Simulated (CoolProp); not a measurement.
Properties of CF4 (R14) along the isobar 3.96 MPa.

The numbers come from the reference Helmholtz-energy equation of state, Platzer 1990 in CoolProp. This equation is an older, rougher fit; its heat capacities, sound speeds and derivatives of the liquid may be far off and weren't checked against measurements.

```tsv
T (°C)	phase	density (kg/m³)	fugacity coefficient
-66.65	liquid	1225	0.4101
-35.35	supercritical	306.6	0.7028
-4.05	supercritical	200.6	0.8057
27.35	supercritical	162.1	0.8683
58.65	supercritical	138.9	0.9105
89.95	supercritical	122.6	0.9405
121.25	supercritical	110.3	0.9623
152.65	supercritical	100.4	0.9786
```
